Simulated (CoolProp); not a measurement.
Dodecamethylpentasiloxane (MD3M) at several states: Z from the reference equation and from simpler models built on Tc = 628.0 K, pc = 9.540 bar, ω = 0.730; each cubic takes its own stable root.

The numbers come from the reference Helmholtz-energy equation of state, Thol 2019 in CoolProp.

```json
[
 {"T (K)": "570.6", "p (bar)": "56.3", "phase": "liquid", "reference": "0.7388"},
 {"T (K)": "502.3", "p (bar)": "6.4", "phase": "liquid", "reference": "0.08950"},
 {"T (K)": "384.3", "p (bar)": "0.59", "phase": "liquid", "reference": "0.009043"},
 {"T (K)": "299.2", "p (bar)": "45.8", "phase": "liquid", "reference": "0.8099"},
 {"T (K)": "242.1", "p (bar)": "0.526", "phase": "liquid", "reference": "0.01088"},
 {"T (K)": "363.2", "p (bar)": "0.298", "phase": "liquid", "reference": "0.004708"}
]
```

How far does each simpler model (Redlich-Kwong, Soave-Redlich-Kwong) lie from the reference over these 6 states: mean and median of the absolute difference, and the worst?


- Redlich-Kwong: mean 22.8 %, median 24.3 %, worst +26.9 % at 242.1 K and 0.526 bar
- Soave-Redlich-Kwong: mean 14.9 %, median 14.5 %, worst +21.8 % at 242.1 K and 0.526 bar
